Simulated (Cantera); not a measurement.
A Cantera script and what it prints.

```python
import numpy as np
import cantera as ct

gas_names = """
    CL CL2 H HCL H2 N NH NH2 NH3 N2 N2H2 N2H4 Si SiCL SiCL2 SiCL3 SiCL4 SiH SiHCL3 SiH2 SiH2CL2 SiH3
    SiH3CL SiH4 SiN Si2 Si2N Si3
""".split()
cond_names = """
    NH4CL(a) NH4CL(b) Si(cr) Si(L) Si3N4(a)
""".split()


def load(file, names, dense=False):
    # The tables refer to 1 bar. Condensed volumes are neglected.
    table = {s.name: s for s in ct.Species.list_from_file(file)}
    out = []
    for n in names:
        d = dict(table[n].input_data)
        d["thermo"] = dict(d["thermo"], **{"reference-pressure": 1e5})
        if dense:
            d["equation-of-state"] = {"model": "constant-volume", "density": "1e6 g/cm^3"}
        out.append(ct.Species.from_dict(d))
    return out


gas = ct.Solution(thermo="ideal-gas", species=load("nasa_gas.yaml", gas_names))
cond = {s.name: ct.Solution(thermo="fixed-stoichiometry", species=[s], name=s.name)
        for s in load("nasa_condensed.yaml", cond_names, dense=True)}
atoms = {
    'SiH4': {'Si': 1, 'H': 4},
    'Cl2': {'CL': 2},
    'N2': {'N': 2},
}
top_T = {'Si3N4(a)': 2400}  # K; cautious upper limits of use, not melting points


def equilibrate(T, P, feed):
    n = {}
    for name, mol in feed.items():
        for a, k in atoms[name].items():
            n[a] = n.get(a, 0.0) + k * mol
    gas.TPX = T, P, n
    mass = sum(n.values()) * gas.mean_molecular_weight
    gas.equilibrate("TP")
    valid = [c for c in cond.values() if c.min_temp <= T <= top_T.get(c.name, c.max_temp)]
    mix = ct.Mixture([(gas, mass / gas.mean_molecular_weight)] + [(c, 0.0) for c in valid])
    mix.T, mix.P = T, P
    mix.equilibrate("TP", solver="vcs", rtol=1e-11, max_steps=5000)
    return mix


results = []
T = 900  # K
P = 28000  # Pa
for m in [4.5, 6.2, 8.6, 12, 16, 22, 31, 42, 58, 80]:
    feed = {'SiH4': 1, 'Cl2': 0.065, 'N2': m}  # mol
    mix = equilibrate(T, P, feed)
    results.append((T, P, feed, dict(zip(mix.species_names, mix.species_moles))))

top = {s: max(r[3][s] / sum(r[3][g] for g in gas_names) for r in results) for s in gas_names}
cols = sorted((s for s in top if top[s] > 0.0001), key=lambda s: -top[s])[:5]
seen = [c for c in cond_names if any(r[3].get(c, 0) > 1e-12 for r in results)]
print("log10 of partial pressures in bar; condensed amounts in mol")
print(f"{'n(N2)':>10s}" + "".join(f"{s[:9]:>10s}" for s in cols + seen))
for T, P, feed, n in results:
    ng = sum(n[g] for g in gas_names)
    print(f"{feed['N2']:10.4g}" + "".join(f"{np.log10(max(n[s] / ng * P / 1e5, 1e-99)):10.3f}" for s in cols)
          + "".join(f"{n.get(c, 0):10.4g}" for c in seen))
```

It prints:

```
log10 of partial pressures in bar; condensed amounts in mol
     n(N2)        N2        H2       HCL  Si3N4(a)
       4.5    -0.740    -1.037    -2.210    0.3333
       6.2    -0.691    -1.147    -2.320    0.3333
       8.6    -0.653    -1.266    -2.439    0.3333
        12    -0.626    -1.393    -2.566    0.3333
        16    -0.608    -1.507    -2.679    0.3333
        22    -0.593    -1.635    -2.808    0.3333
        31    -0.581    -1.777    -2.949    0.3333
        42    -0.574    -1.904    -3.076    0.3333
        58    -0.568    -2.040    -3.213    0.3333
        80    -0.564    -2.177    -3.350    0.3333
```

Equilibrium computed with Cantera from the NASA thermochemical tables; the gas is ideal and each condensed phase is pure. N2 is the only nitrogen source here; it is nearly inert below about 1500 K, so the nitride shown seldom forms there in practice.
